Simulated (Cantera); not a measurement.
## Thermodynamics of silicon nitride deposition, feed SiHCl3 + N2 + H2

Input: 1 mol SiHCl3, 4.5 mol N2, 0.14 mol H2, equilibrated at 677 °C and 0.170 bar.

These are equilibrium values from Cantera (NASA tables, ideal gas, pure condensed phases), not measurements of a reactor. Candidate condensed phases: NH4Cl, Si, Si3N4; 28 gas species. N2 is the only nitrogen source here; it is nearly inert below about 1500 K, so the nitride shown seldom forms there in practice. The tables' values for SiCl3 are old estimates; treat these amounts as uncertain. Kinetics and transport are ignored.

```yaml
x(N2): 0.723
x(HCl): 0.148
x(SiCl4): 0.0924
x(H2): 0.0364
x(SiHCl3): 0.000104
x(SiCl3): 1.17e-5
n(Si3N4(s)): 0.155 mol
gas_amount: 5.795 mol
log10 activity of Si(s) (absent): -7.27
```
